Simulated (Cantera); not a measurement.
A closed system holds: 1 mol SiH2Cl2, 0.25 mol H2O, held at 675 °C and 1.00 Torr.

Method: chemical equilibrium by Gibbs-energy minimisation in Cantera with the NASA 1993 tables (ideal gas, pure condensed phases). The tables' values for SiCl3 are old estimates; treat these amounts as uncertain. Kinetics and transport are ignored.

```json
[
 {"species": "H2", "before": "0.678", "after": "0.686"},
 {"species": "SiCl4", "before": "0.253", "after": "0.253"},
 {"species": "SiHCl3", "before": "0.0187", "after": "0.0319"},
 {"species": "HCl", "before": "0.0413", "after": "0.0245"},
 {"species": "SiH2Cl2", "before": "0.000140", "after": "0.000407"},
 {"species": "SiCl2", "before": "0.00383", "after": "0.00133"},
 {"species": "SiCl3", "before": "0.00536", "after": "0.00316"},
 {"species": "Si(s), mol", "before": "0.379", "after": "0.369"},
 {"species": "SiO2(β-quartz), mol", "before": "0.125", "after": "0.125"}
]
```
Gas species are given as mole fractions.

Task: What was changed between the two runs?
A. H2O from 0.25 to 4.3 mol
B. temperature from 675 °C to 1777 °C
C. H2O from 0.25 to 7.8 mol
D. pressure from 1.00 Torr to 8.25 Torr

Result: D, pressure from 1.00 Torr to 8.25 Torr
